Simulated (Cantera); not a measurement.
A Cantera script and what it prints.

```python
import numpy as np
import cantera as ct

gas_names = """
    C CH CH2 CH3 CH2OH CH3O CH4 CH3OH CO CO2 COOH C2 C2H CHCO,ketyl C2H2,acetylene C2H2,vinylidene
    CH2CO,ketene C2H3,vinyl CH3CO,acetyl C2H4 C2H4O,ethylen CH3CHO,ethanal CH3COOH (HCOOH)2 C2H5 C2H6
    CH3OCH3 C2H5OH C2O C3 C3H3,propargyl C3H4,allene C3H4,propyne C3H4,cyclo- C3H5,allyl C3H6,propylene
    C3H6,cyclo- C3H6O C3H7,n-propyl C3H7,i-propyl C3H8 C3H8O,1propanol C3H8O,2propanol C3O2 C4 C4H2
    C4H4,1,3-cyclo- C4H6,butadiene C4H6,2-butyne C4H6,cyclo- C4H8,1-butene C4H8,cis2-buten
    C4H8,tr2-butene C4H8,isobutene C4H8,cyclo- (CH3COOH)2 C4H9,n-butyl C4H9,i-butyl C4H9,s-butyl
    C4H9,t-butyl C4H10,isobutane C4H10,n-butane C5 C5H6,1,3cyclo- C5H8,cyclo- C5H10,1-pentene
    C5H10,cyclo- C5H11,pentyl C5H11,t-pentyl C5H12,n-pentane C5H12,i-pentane CH3C(CH3)2CH3 C6H2
    C6H5,phenyl C6H5O,phenoxy C6H6 C6H5OH,phenol C6H10,cyclo- C6H12,1-hexene C6H12,cyclo- C6H13,n-hexyl
    C7H7,benzyl C7H8 C7H8O,cresol C7H14,1-heptene C7H15,n-heptyl C7H16,n-heptane C8H8,styrene
    C8H10,ethylbenz C8H16,1-octene C8H17,n-octyl C8H18,isooctane C8H18,n-octane C9H19,n-nonyl
    C10H8,naphthale C10H21,n-decyl C12H9,o-bipheny C12H10,bipheny H HCO HO2 H2 HCHO,formaldehy HCOOH H2O
    H2O2 O OH O2 O3 Ta TaO TaO2
""".split()
cond_names = """
    C(gr) C6H6(L) C7H8(L) C8H18(L),n-octa H2O(s) H2O(L) Ta(cr) Ta(L) TaC(s) TaC(L) Ta2O5(s) Ta2O5(L)
""".split()


def load(file, names, dense=False):
    # The tables refer to 1 bar. Condensed volumes are neglected.
    table = {s.name: s for s in ct.Species.list_from_file(file)}
    out = []
    for n in names:
        d = dict(table[n].input_data)
        d["thermo"] = dict(d["thermo"], **{"reference-pressure": 1e5})
        if dense:
            d["equation-of-state"] = {"model": "constant-volume", "density": "1e6 g/cm^3"}
        out.append(ct.Species.from_dict(d))
    return out


gas = ct.Solution(thermo="ideal-gas", species=load("nasa_gas.yaml", gas_names))
cond = {s.name: ct.Solution(thermo="fixed-stoichiometry", species=[s], name=s.name)
        for s in load("nasa_condensed.yaml", cond_names, dense=True)}
atoms = {
    'Ta(OEt)5': {'Ta': 1, 'C': 10, 'H': 25, 'O': 5},
    'CO2': {'C': 1, 'O': 2},
    'H2O': {'H': 2, 'O': 1},
}
top_T = {'C(gr)': 4500}  # K; cautious upper limits of use, not melting points


def equilibrate(T, P, feed):
    n = {}
    for name, mol in feed.items():
        for a, k in atoms[name].items():
            n[a] = n.get(a, 0.0) + k * mol
    gas.TPX = T, P, n
    mass = sum(n.values()) * gas.mean_molecular_weight
    gas.equilibrate("TP")
    valid = [c for c in cond.values() if c.min_temp <= T <= top_T.get(c.name, c.max_temp)]
    mix = ct.Mixture([(gas, mass / gas.mean_molecular_weight)] + [(c, 0.0) for c in valid])
    mix.T, mix.P = T, P
    mix.equilibrate("TP", solver="vcs", rtol=1e-11, max_steps=5000)
    return mix


results = []
feed = {'Ta(OEt)5': 1, 'CO2': 0.62, 'H2O': 13}  # mol
T = 873.15  # K
P = 120000  # Pa
mix = equilibrate(T, P, feed)
results.append((T, P, feed, dict(zip(mix.species_names, mix.species_moles))))
print(gas.report(threshold=0.0001))
for i in range(1, mix.n_phases):
    print(f"{mix.phase(i).name:16s} {mix.phase_moles(i):12.5e} mol")
```

Result:

```
       temperature   873.15 K
          pressure   1.2e+05 Pa
           density   0.24824 kg/m^3
  mean mol. weight   15.018 kg/kmol
   phase of matter   gas

                          1 kg             1 kmol
                     ---------------   ---------------
          enthalpy       -6.8366e+06       -1.0267e+08  J
   internal energy         -7.32e+06       -1.0993e+08  J
           entropy             14289        2.1459e+05  J/K
    Gibbs function       -1.9313e+07       -2.9004e+08  J
 heat capacity c_p              2613             39242  J/K
 heat capacity c_v            2059.4             30927  J/K

                      mass frac. Y      mole frac. X     chem. pot. / RT
                     ---------------   ---------------   ---------------
               CH4           0.11385           0.10657           -36.952
                CO           0.18209          0.097631           -42.629
               CO2           0.37893           0.12931           -83.917
                H2          0.059775           0.44528           -17.806
               H2O           0.26535           0.22121           -59.094
     [ +108 minor]        2.8802e-06        1.4182e-06

C(gr)             9.51700e-01 mol
Ta(cr)            0.00000e+00 mol
TaC(s)            0.00000e+00 mol
Ta2O5(s)          5.00000e-01 mol
```

Equilibrium computed with Cantera from the NASA thermochemical tables; the gas is ideal and each condensed phase is pure. The feed counts by its element totals alone.
